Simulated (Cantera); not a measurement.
Feed: 1 mol SiH₄, 3.9 mol NH₃, a varied amount of N₂, held at 83.0 Pa.

Method: chemical equilibrium by Gibbs-energy minimisation in Cantera with the NASA 1993 tables (ideal gas, pure condensed phases). Candidate condensed phases: Si, Si₃N₄; 18 gas species. The numbers say what is thermodynamically allowed, not how fast it happens.

**Question.** What condenses at these points (T in K, n(N₂) in mol): (1923, 14); (1573, 66); (1873, 80); (1473, 66); (1623, 21); (1923, 45)?

**Answer.** 
```
T (K)  n(N₂) in mol  condensed phases  Si condensed (%)
-----  ------------  ----------------  ----------------
1923             14                Si              46.6
1573             66             Si₃N₄              99.8
1873             80          gas only               0.0
1473             66             Si₃N₄             100.0
1623             21             Si₃N₄              99.5
1923             45          gas only               0.0
```
